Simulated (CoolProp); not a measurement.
The fluid at 305.39 K and 0.191 MPa (liquid) is heated at constant pressure to 393.8 K. The same conditions are run with several fluids, on thermodynamics alone (safety and materials aside).

Values from CoolProp's reference Helmholtz-energy equation of state of each fluid (dimethyl carbonate: Zhou 2011; R141b: Lemmon 2006; n-hexane: Thol 2019; R245ca: Zhou 2016; R113: Marx 1992).

```tsv
fluid	heat (kJ/kg)	final density (kg/m³)
dimethyl carbonate	(withheld)	(withheld)
R141b	(withheld)	(withheld)
n-hexane	(withheld)	5.32
R245ca	(withheld)	8.04
R113	210	(withheld)
```

### Question
Fill in the missing entries.

### Answer

- dimethyl carbonate, heat (kJ/kg): 526
- dimethyl carbonate, final density (kg/m³): 5.49
- R141b, heat (kJ/kg): 296
- R141b, final density (kg/m³): 7.02
- n-hexane, heat (kJ/kg): 523
- R245ca, heat (kJ/kg): 289
- R113, final density (kg/m³): 11.4
